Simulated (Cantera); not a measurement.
Input: 1 mol B, 0.59 mol N2, 0.37 mol H2O, held at 99.0 Pa.

Equilibrium computed with Cantera from the NASA thermochemical tables; the gas is ideal and each condensed phase is pure. Candidate condensed phases: B, BN, B2O3, B3O3H3, H2O; 39 gas species. N2 is the only nitrogen source here; it is nearly inert below about 1500 K, so the nitride shown seldom forms there in practice. Mutual solubility and eutectic melting of coexisting phases are not modelled. The numbers say what is thermodynamically allowed, not how fast it happens.

Over these rows the condensed part is BN(s) + B2O3(l). Partial pressures as log10 of bar:

| T (K) | 1000/T (1/K) | log p HBO2 | log p H2 | log p N2 |
|---|---|---|---|---|
| 750 | 1.3333 | -10.84 | -3.20 | -3.44 |
| 900 | 1.1111 | -8.77 | -3.20 | -3.44 |
| 1050 | 0.9524 | -7.33 | -3.20 | -3.44 |
| 1200 | 0.8333 | -6.28 | -3.20 | -3.44 |
| 1350 | 0.7407 | ? | -3.20 | -3.44 |
| 1500 | 0.6667 | -4.86 | -3.23 | -3.46 |

Task: Fit log p(HBO2) = a + b·(1000/T) to the five rows, give the apparent enthalpy, and predict the row at 1350 K.

Result: Means: 1000/T = 0.9794, log p = -7.616. Sxy = -2.357668, Sxx = 0.2624456, so b = -8.98 and a = -7.616 − (-8.98)×0.9794 = 1.18.
Apparent enthalpy: −19.145 × (-8.98) = 172 kJ/mol. With the condensed phases at unit activity, 2/3 B2O3(l) + 1/2 H2(g) + 1/6 N2(g) = HBO2(g) + 1/3 BN(s) links this pressure to the main gases: over the six rows their terms move log p by -0.02 in all, so the slope is close to that reaction's ΔH°. The five rows lie within 0.05 of the line.
Prediction at 1350 K: 1.18 + (-8.98)×0.7407 = -5.47. The computed value is -5.48, 0.01 from the line.
